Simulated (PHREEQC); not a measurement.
## Copper plating or etch bath: an equilibrium model

Solution (80 °C): 0.3 mol/kgw Cu(NO3)2, 7.6e-05 mol/kgw HBF4 and 0.00073 mol/kgw Na2SO4. Closed to the air; pH follows from the charge balance.

Equilibrium calculation in PHREEQC: ion-association model, wateq4f.dat.

The pH comes out as 3.35 and the ionic strength comes out as 0.900 mol/kgw. The activity of water is 0.985. The total alkalinity is -0.304 meq/kg.

```json
[
 {"species": "NO3-", "molality": "0.600", "activity": "0.318", "log γ": "-0.276"},
 {"species": "Cu+2", "molality": "0.299", "activity": "0.0543", "log γ": "-0.741"},
 {"species": "Na+", "molality": "0.00146", "activity": "0.000987", "log γ": "-0.170"},
 {"species": "H+", "molality": "0.000609", "activity": "0.000442", "log γ": "-0.139"},
 {"species": "CuSO4", "molality": "0.000451", "activity": "0.000555", "log γ": "0.090"},
 {"species": "SO4-2", "molality": "0.000268", "activity": "3.63e-5", "log γ": "-0.868"},
 {"species": "Cu2(OH)2+2", "molality": "0.000201", "activity": "6.44e-5", "log γ": "-0.495"},
 {"species": "CuF+", "molality": "0.000113", "activity": "8.50e-5", "log γ": "-0.124"},
 {"species": "F-", "molality": "0.000101", "activity": "5.62e-5", "log γ": "-0.255"},
 {"species": "HF", "molality": "8.96e-5", "activity": "0.000110", "log γ": "0.090"},
 {"species": "H3BO3", "molality": "7.60e-5", "activity": "9.35e-5", "log γ": "0.090"},
 {"species": "HSO4-", "molality": "1.06e-5", "activity": "6.39e-6", "log γ": "-0.222"}
]
```

Precipitation was switched off in this run. Caution: at this ionic strength the ion-association model is outside its range; a Pitzer model would be the better tool where its parameters exist. Constants without temperature data keep their 25 °C values here. Real BF4- forms and hydrolyses slowly; the run takes it at equilibrium.
